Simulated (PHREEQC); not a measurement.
Solution (10 °C): 0.001 mol H2SO4 per kg of water. Closed to the air; pH follows from the charge balance.

Equilibrium calculation in PHREEQC: ion-association model, phreeqc.dat.

Precipitation was switched off in this run.

Question: Estimate the pH, specific conductance.

Answer: pH 2.74; specific conductance 530 µS/cm.

Question: In which forms is S present?

Answer: SO4-2 90 %, HSO4- 9.9 % of the S.

Constants without temperature data keep their 25 °C values here.
